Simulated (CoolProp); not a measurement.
A simple Rankine cycle with ammonia: condensing at 296.15 K, boiler at 8.94 MPa, turbine inlet 432.1 K, turbine efficiency 0.9, pump efficiency 0.7, no recuperator. Each further row changes one setting.

Values from CoolProp's reference Helmholtz-energy equation of state, Gao 2020.

```json
[
 {"case": "as stated", "thermal efficiency (%)": "18.5", "net work (kJ/kg)": "241", "heat in (kJ/kg)": "1300", "turbine exit temperature (K)": "296.1", "volume ratio over the turbine": "7.18"},
 {"case": "turbine inlet 452.1 K", "thermal efficiency (%)": "19.2", "net work (kJ/kg)": "266", "heat in (kJ/kg)": "1380", "turbine exit temperature (K)": "296.1", "volume ratio over the turbine": "6.74"},
 {"case": "condensing temperature 288.15 K", "thermal efficiency (%)": "19.9", "net work (kJ/kg)": "267", "heat in (kJ/kg)": "1340", "turbine exit temperature (K)": "288.1", "volume ratio over the turbine": "9.07"},
 {"case": "boiler pressure 6.26 MPa", "thermal efficiency (%)": "16.9", "net work (kJ/kg)": "234", "heat in (kJ/kg)": "1390", "turbine exit temperature (K)": "296.1", "volume ratio over the turbine": "4.84"},
 {"case": "turbine efficiency 0.8", "thermal efficiency (%)": "16.3", "net work (kJ/kg)": "212", "heat in (kJ/kg)": "1300", "turbine exit temperature (K)": "296.1", "volume ratio over the turbine": "7.37"}
]
```

The expansion ends wet for: as stated; turbine inlet 452.1 K; condensing temperature 288.15 K; boiler pressure 6.26 MPa; turbine efficiency 0.8.
